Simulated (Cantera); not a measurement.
A Cantera script and what it prints.

```python
import numpy as np
import cantera as ct

gas_names = [...]  # 114 gases of nasa_gas.yaml made of C, Fe, H, O
cond_names = """
    C(gr) C6H6(L) C7H8(L) C8H18(L),n-octa Fe(a) Fe(c) Fe(d) Fe(L) FeC5O5(L) FeO(s) FeO(L) Fe(OH)2(s)
    Fe(OH)3(s) Fe2O3(s) Fe3O4(s) H2O(s) H2O(L)
""".split()


# ... load() reads the species with a 1 bar reference pressure and builds the phases ...
atoms = {
    'Fe3O4': {'Fe': 3, 'O': 4},
    'CO': {'C': 1, 'O': 1},
    'H2': {'H': 2},
}
top_T = {'C(gr)': 4500, 'Fe2O3(s)': 1830, 'Fe3O4(s)': 1870}  # K; cautious upper limits of use, not melting points


# ... equilibrate(T, P, feed) seeds the gas with the atoms and calls Mixture.equilibrate('TP', solver="vcs", rtol=1e-11, max_steps=5000) ...
results = []
feed = {'Fe3O4': 1, 'CO': 0.98, 'H2': 9.1}  # mol
T = 1125  # K
P = 9000  # Pa
mix = equilibrate(T, P, feed)
results.append((T, P, feed, dict(zip(mix.species_names, mix.species_moles))))
x = sorted(zip(gas.X, gas.species_names), reverse=True)
print(f"T = {T:g} K  P = {P:g} Pa  gas = {mix.phase_moles(0):.4g} mol")
print("   x: " + "  ".join(f"{s} {v:.3e}" for v, s in x if v > 0.001))
print("   condensed (mol): " + ("  ".join(f"{mix.phase(i).name} {mix.phase_moles(i):.4g}"
      for i in range(1, mix.n_phases) if mix.phase_moles(i) > 1e-12) or "none"))
```

It prints:

```
T = 1125 K  P = 9000 Pa  gas = 10.08 mol
   x: H2 7.287e-01  H2O 1.741e-01  CO 7.987e-02  CO2 1.735e-02
   condensed (mol): Fe(a) 0.9295  FeO(s) 2.071
```

Method: chemical equilibrium by Gibbs-energy minimisation in Cantera with the NASA 1993 tables (ideal gas, pure condensed phases). Mutual solubility and eutectic melting of coexisting phases are not modelled. The tables' stoichiometric FeO is somewhat more stable than real wüstite, so its field is too wide. FeO: taken at fixed stoichiometry.
